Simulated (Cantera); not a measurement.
A perfectly stirred reactor is fed with H₂ : O₂ = 0.13 : 3 (molar parts), at 2670 Pa; it is held at 1175 K, and followed from long to short residence time.

Cantera simulation using the H2/O2 subset of GRI-Mech 3.0, which has no nitrogen chemistry; the numbers are that mechanism's predictions, not measurements. Radical loss at walls, strong at low pressure, is not modelled. The temperature is held fixed by assumption; the heat of reaction is taken as removed at once.

One state of this run: x H₂ = 0.00169; x O₂ = 0.941; x H = 0.00292; x OH = 0.00258; x O = 0.0142; x H₂O = 0.0375. x: mole fraction; the columns are a selection and need not sum to one.

### Question
Which value of τ (s) does it belong to?
(A) 0.095
(B) 0.0095
(C) 0.96
(D) 0.30

### Answer
B, 0.0095
